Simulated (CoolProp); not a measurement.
Saturated liquid density (kg/m³) of normal hydrogen: the reference equation beside estimates from Tc = 33.1 K, pc = 1.296 MPa, ω = -0.219. Rackett uses Z = 0.29056 − 0.08775 ω.

The numbers come from the reference Helmholtz-energy equation of state, Leachman 2009 in CoolProp.

```csv
T (K),reference,Rackett,van der Waals
21.8,69.14,72.54,56.05
22.6,68.12,71.25,54.97
23.4,67.05,69.92,53.84
24.2,65.91,68.54,52.66
25.1,64.55,66.91,51.26
25.9,63.25,65.39,49.94
26.7,61.86,63.78,48.54
27.5,60.35,62.06,47.05
28.3,58.70,60.21,45.43
29.2,56.64,57.94,43.44
30,54.54,55.66,41.47
30.8,52.08,53.05,39.22
31.6,49.01,49.87,36.55
32.4,44.66,45.49,33.05
```

Absolute difference from the reference over all 14 rows, mean and median: Rackett 3.1 and 3.0 %, van der Waals 22.1 and 21.8 %.
